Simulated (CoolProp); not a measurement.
Tetrahydrofuran at 298.15 K and 1.69 MPa is throttled through a valve to 0.158 MPa with no heat exchange. Each further row changes one setting.

The numbers come from the reference Helmholtz-energy equation of state, Fiedler 2023 in CoolProp.

```csv
case,temperature change (K)
as stated,+0.6
outlet pressure 0.0474 MPa,+0.7
outlet pressure 0.205 MPa,+0.6
```
